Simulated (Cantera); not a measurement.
Charge: 1 mol N2O, 0.019 mol O2, 0.42 mol N2, equilibrated at 1973.15 K and 6300 Torr.

These are equilibrium values from Cantera (NASA tables, ideal gas, pure condensed phases), not measurements of a reactor. Kinetics and transport are ignored.

**Question.** What is the equilibrium state?

**Answer.** 
| Quantity | Value |
|---|---|
| x(N2) | 0.728 |
| x(O2) | 0.264 |
| x(NO) | 0.00766 |
| x(O) | 9.62e-5 |
| x(NO2) | 4.51e-5 |
| x(N2O) | 1.20e-6 |
| gas amount | 1.939 mol |
